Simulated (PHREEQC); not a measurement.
Dissolve 0.28 mol/kgw CsCl at 25 °C. Closed to the air; pH follows from the charge balance.

Model: ion-association model, wateq4f.dat, run in PHREEQC.

- ionic strength: 0.280 mol/kgw
- activity of water: 0.990

```tsv
species	molality	activity	log γ
Cl-	0.280	0.192	-0.164
Cs+	0.280	0.206	-0.134
OH-	1.36e-7	9.27e-8	-0.168
H+	1.36e-7	1.07e-7	-0.105
```

This is a speciation only: nothing precipitates in the calculation.
